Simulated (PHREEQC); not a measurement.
**Spent oxide etchant: speciation**

Consider water at 25 °C with 0.19 mol/kgw NH4HF2, 0.0024 mol/kgw H2SiF6, 0.00038 mol/kgw H3BO3 and 0.081 mol/kgw HCl. Closed to the air; pH follows from the charge balance.

Computed with PHREEQC (ion-association model, phreeqc.dat).

Precipitation was switched off in this run.

### Question
What pH, density, activity of water does the model give?

### Answer
pH 2.43; density 1.002 g/cm³; activity of water 0.990.

### Question
In which forms is F present?

### Answer
HF 56 %, HF2- 25 %, F- 15 %, SiF6-2 3.7 % of the F.

Species that the database lacks are ignored. SiF6-2 is the database's only silicon fluoride. Real BF4- forms and hydrolyses slowly; the run takes it at equilibrium.
